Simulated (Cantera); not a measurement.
Cantera run, input and output.

```python
import numpy as np
import cantera as ct

gas = ct.Solution("gri30.yaml")
gas.TPX = 1875, 1333, {'C2H6': 1, 'H2': 69}
reactor = ct.IdealGasConstPressureReactor(gas, energy="off", clone=False)
net = ct.ReactorNet([reactor])
net.rtol, net.atol = 1e-08, 1e-18
show = ['C2H6', 'H2', 'CH3', 'H', 'C2H']
times = np.geomspace(2e-05, 200, 15)

steps = ct.SolutionArray(gas, extra=["t"])
rows = []
print(f"{'t/s':>10s}{'T/K':>9s}{'P/Pa':>11s}" + "".join(f"{s:>11s}" for s in show))
for t in times:
    while net.time < t:
        t_next = net.step()
        steps.append(gas.state, t=t_next)
    rows.append([np.interp(t, steps.t, y) for y in (steps.T, steps.P, *steps(*show).X.T)])
    print(f"{t:10.3e}{rows[-1][0]:9.1f}{rows[-1][1]:11.4g}" + "".join(f"{x:11.3e}" for x in rows[-1][2:]))
rate = np.gradient(steps.T, steps.t)
print("integrator steps:", len(steps.t))
if steps.T.max() > steps.T[0] + 200:
    print(f"time of steepest temperature rise: {steps.t[rate.argmax()]:.4e} s")
gas.TPX = 1875, 1333, {'C2H6': 1, 'H2': 69}
gas.equilibrate("TP")
print(f"equilibrium (TP): T = {gas.T:.1f} K  " + "  ".join(f"{s} {gas[s].X[0]:.3e}" for s in show))
```

Result:

```
       t/s      T/K       P/Pa       C2H6         H2        CH3          H        C2H
 2.000e-05   1875.0       1333  1.245e-02  9.833e-01  2.466e-03  7.429e-04  2.822e-13
 6.325e-05   1875.0       1333  7.843e-03  9.771e-01  4.476e-03  3.734e-03  6.084e-10
 2.000e-04   1875.0       1333  5.109e-04  9.664e-01  4.102e-03  8.913e-03  7.862e-08
 6.325e-04   1875.0       1333  4.262e-06  9.665e-01  3.249e-03  8.704e-03  2.891e-07
 2.000e-03   1875.0       1333  3.448e-06  9.681e-01  2.750e-03  7.726e-03  3.674e-07
 6.325e-03   1875.0       1333  2.279e-06  9.708e-01  2.014e-03  6.307e-03  3.987e-07
 2.000e-02   1875.0       1333  1.163e-06  9.741e-01  1.267e-03  4.850e-03  4.117e-07
 6.325e-02   1875.0       1333  4.898e-07  9.769e-01  7.689e-04  4.187e-03  4.618e-07
 2.000e-01   1875.0       1333  1.370e-07  9.791e-01  4.166e-04  4.426e-03  6.111e-07
 6.325e-01   1875.0       1333  1.769e-08  9.802e-01  1.589e-04  5.041e-03  7.940e-07
 2.000e+00   1875.0       1333  1.450e-09  9.804e-01  4.735e-05  5.512e-03  9.079e-07
 6.325e+00   1875.0       1333  1.380e-10  9.804e-01  1.442e-05  5.649e-03  9.414e-07
 2.000e+01   1875.0       1333  3.502e-11  9.805e-01  6.636e-06  5.662e-03  9.460e-07
 6.325e+01   1875.0       1333  2.957e-11  9.805e-01  5.945e-06  5.663e-03  9.464e-07
 2.000e+02   1875.0       1333  2.956e-11  9.805e-01  5.944e-06  5.663e-03  9.464e-07
integrator steps: 1441
equilibrium (TP): T = 1875.0 K  C2H6 2.958e-11  H2 9.805e-01  CH3 5.946e-06  H 5.663e-03  C2H 9.464e-07
```

Model: GRI-Mech 3.0 (53 species, 325 reactions), integrated in Cantera. GRI-Mech 3.0 stops at C3 and has no aromatics, soot or wall deposition, so with more carbon than oxygen in the feed, carbon stays in small species such as C2H2 where larger ones or solid carbon would form. Radical loss at walls, strong at low pressure, is not modelled.
